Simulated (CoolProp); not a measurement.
Vapour-liquid equilibrium of benzene (1) + n-heptane (2) at 0.0935 MPa; x and y are mole fractions of (1).

Model: multi-fluid Helmholtz-energy mixture model, Thol 2012 and Span 2003; pair parameters Bell 2016, in CoolProp.

```tsv
x	bubble temperature (K)	y at the bubble point	dew temperature at overall composition x (K)	liquid density (mol/L)
0.05	366.9	0.100	367.9	6.301
0.15	363.4	0.271	365.9	6.606
0.25	[?]	0.408	363.9	6.930
0.35	358.0	0.517	[?]	7.278
0.45	[?]	0.606	[?]	[?]
0.55	354.4	0.681	[?]	8.058
0.65	353.1	0.749	355.1	8.501
0.75	352.1	0.813	353.1	8.988
0.85	351.3	0.880	351.6	9.527
0.95	350.8	[?]	350.8	[?]
```

**Question.** Fill in the missing entries.

**Answer.** 
- 0.25, bubble temperature (K): 360.5
- 0.35, dew temperature at overall composition x (K): 361.7
- 0.45, bubble temperature (K): 356.0
- 0.45, dew temperature at overall composition x (K): 359.5
- 0.45, liquid density (mol/L): 7.652
- 0.55, dew temperature at overall composition x (K): 357.3
- 0.95, y at the bubble point: 0.956
- 0.95, liquid density (mol/L): 10.13

No azeotrope shows between x = 0.05 and 0.95.

The pair parameters rest on a limited set of measurements; away from them the model extrapolates.
